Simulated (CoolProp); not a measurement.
Properties of n-perfluorohexane along the isotherm 68.75 °C.

Computed with CoolProp (reference Helmholtz-energy equation of state, Gao 2022).

```
p (MPa)   phase  density (kg/m³)  cv (kJ/(kg K))  isothermal compressibility (1/MPa)  expansivity (1/kK)
-------  ------  ---------------  --------------  ----------------------------------  ------------------
0.0792      gas            9.835          0.8590                               13.21               3.394
0.158    liquid             1540          0.9105                            0.005194               2.201
0.237    liquid             1541          0.9105                            0.005167               2.193
0.317    liquid             1542          0.9105                            0.005139               2.186
0.396    liquid             1542          0.9104                            0.005113               2.179
0.475    liquid             1543          0.9104                            0.005086               2.172
0.554    liquid             1544          0.9104                            0.005060               2.165
0.633    liquid             1544          0.9104                            0.005034               2.159
0.712    liquid             1545          0.9103                            0.005009               2.152
0.792    liquid             1545          0.9103                            0.004983               2.145
0.871    liquid             1546          0.9103                            0.004958               2.139
```
